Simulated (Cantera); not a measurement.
Input: 1 mol SiCl₄, 10 mol H₂, held at 1575 K and 0.100 bar.

Method: chemical equilibrium by Gibbs-energy minimisation in Cantera with the NASA 1993 tables (ideal gas, pure condensed phases). Candidate condensed phases: Si; 19 gas species. The tables' values for SiCl₃ are old estimates; treat these amounts as uncertain. Equilibrium is a limit: real reactors are often held back by kinetics, nucleation or transport.

Base state: H₂ 0.759, HCl 0.157, SiCl₂ 0.0745, SiCl₃ 0.00667, SiCl₄ 0.00157, SiHCl₃ 0.00101, H 0.000115, SiH₂Cl₂ 0.000108 (mole fractions); condensed: gas only.

Q: What changes in the equilibrium state with this change: SiCl₄ replaced by SiHCl₃?

A: 
```
species       before     after
----------  --------  --------
H₂             0.759     0.818
HCl            0.157     0.118
SiCl₂         0.0745    0.0582
SiCl₄        0.00157  0.000647
SiCl₃        0.00667   0.00379
SiHCl₃       0.00101  0.000597
Cl           1.88e-5   1.37e-5
SiH₂Cl₂     0.000108   9.07e-5
Si(s), mol         0     0.243
```
